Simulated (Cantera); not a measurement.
A perfectly stirred reactor is fed with 0.592 % H2, 23.7 % O2, 75.7 % N2, equivalence ratio 0.013, at 1330 Pa; it is held at 1275 K, and followed from long to short residence time.

Detailed kinetics in Cantera: GRI-Mech 3.0 (53 species, 325 reactions). Radical loss at walls, strong at low pressure, is not modelled.

### Question
Predict: x(H2) at τ = 0.520 s; x(O2) at τ = 0.520 s; x(H) at τ = 0.520 s; x(NO) at τ = 0.520 s; x(H2O) at τ = 0.520 s; x(H2) at τ = 33.0 ms; x(O2) at τ = 33.0 ms; x(H) at τ = 33.0 ms; x(NO) at τ = 33.0 ms; x(H2O) at τ = 33.0 ms.

### Answer
```
Property                 Result
---------------------  --------
x(H2) at τ = 0.520 s    6.07e-5
x(O2) at τ = 0.520 s      0.233
x(H) at τ = 0.520 s    0.000196
x(NO) at τ = 0.520 s    7.07e-8
x(H2O) at τ = 0.520 s   0.00555
x(H2) at τ = 33.0 ms   0.000341
x(O2) at τ = 33.0 ms      0.232
x(H) at τ = 33.0 ms    0.000529
x(NO) at τ = 33.0 ms    1.45e-8
x(H2O) at τ = 33.0 ms   0.00496
```
